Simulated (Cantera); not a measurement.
A perfectly stirred reactor is fed with CH4 : O2 : N2 = 1 : 2.82 : 8.45 (molar parts), equivalence ratio 0.71, at 17.0 bar; it is adiabatic with a 475 K inlet, and is followed from long to short residence time, starting on the burning branch (τ in s: 0.15, 0.081, 0.044, 0.024, 0.013, 0.0068, 0.0037, 0.002, 0.0011, 0.00058, 0.00031, 0.00017, 9e-05).

Model: GRI-Mech 3.0 (53 species, 325 reactions), integrated in Cantera. The pressure lies above the range GRI-Mech 3.0 was tuned for (to about 10 atm).

Question: What does this change do: inlet temperature 475 to 650 K?

Answer: 
| quantity | before | after |
|---|---|---|
| blow-out, bracketed by the residence times tried | burning at 90.0 µs, the shortest tried | burning at 90.0 µs, the shortest tried |
| x(CH4) at τ = 0.150 s | 2.62e-7 | 1.45e-7 |
| x(O2) at τ = 0.150 s | 0.0643 | 0.0627 |
| x(CH2CO) at τ = 0.150 s | 1.24e-11 | 1.09e-11 |
| x(OH) at τ = 0.150 s | 0.00225 | 0.00352 |
| x(CH2O) at τ = 0.150 s | 3.86e-8 | 2.38e-8 |
| x(CH4) at τ = 3.70 ms | 9.62e-6 | 5.40e-6 |
| x(O2) at τ = 3.70 ms | 0.0664 | 0.0657 |
| x(CH2CO) at τ = 3.70 ms | 1.23e-9 | 6.05e-10 |
| x(OH) at τ = 3.70 ms | 0.00243 | 0.00376 |
| x(CH2O) at τ = 3.70 ms | 1.46e-6 | 9.14e-7 |

Question: What does this change do: inlet temperature 475 to 700 K?

Answer: 
```json
[
 {"quantity": "blow-out, bracketed by the residence times tried", "before": "burning at 90.0 µs, the shortest tried", "after": "burning at 90.0 µs, the shortest tried"},
 {"quantity": "x(CH4) at τ = 0.150 s", "before": "2.62e-7", "after": "1.24e-7"},
 {"quantity": "x(O2) at τ = 0.150 s", "before": "0.0643", "after": "0.0623"},
 {"quantity": "x(CH2CO) at τ = 0.150 s", "before": "1.24e-11", "after": "1.04e-11"},
 {"quantity": "x(OH) at τ = 0.150 s", "before": "0.00225", "after": "0.00397"},
 {"quantity": "x(CH2O) at τ = 0.150 s", "before": "3.86e-8", "after": "2.08e-8"},
 {"quantity": "x(CH4) at τ = 3.70 ms", "before": "9.62e-6", "after": "4.61e-6"},
 {"quantity": "x(O2) at τ = 3.70 ms", "before": "0.0664", "after": "0.0653"},
 {"quantity": "x(CH2CO) at τ = 3.70 ms", "before": "1.23e-9", "after": "5.30e-10"},
 {"quantity": "x(OH) at τ = 3.70 ms", "before": "0.00243", "after": "0.00422"},
 {"quantity": "x(CH2O) at τ = 3.70 ms", "before": "1.46e-6", "after": "8.05e-7"}
]
```

Question: What does this change do: N2 8.45 to 11 parts?

Answer: 
```tsv
quantity	before	after
blow-out, bracketed by the residence times tried	burning at 90.0 µs, the shortest tried	burning at 90.0 µs, the shortest tried
x(CH4) at τ = 0.150 s	2.62e-7	9.30e-7
x(O2) at τ = 0.150 s	0.0643	0.0550
x(CH2CO) at τ = 0.150 s	1.24e-11	2.78e-11
x(OH) at τ = 0.150 s	0.00225	0.000690
x(CH2O) at τ = 0.150 s	3.86e-8	1.11e-7
x(CH4) at τ = 3.70 ms	9.62e-6	2.71e-5
x(O2) at τ = 3.70 ms	0.0664	0.0554
x(CH2CO) at τ = 3.70 ms	1.23e-9	1.43e-8
x(OH) at τ = 3.70 ms	0.00243	0.000891
x(CH2O) at τ = 3.70 ms	1.46e-6	3.41e-6
```
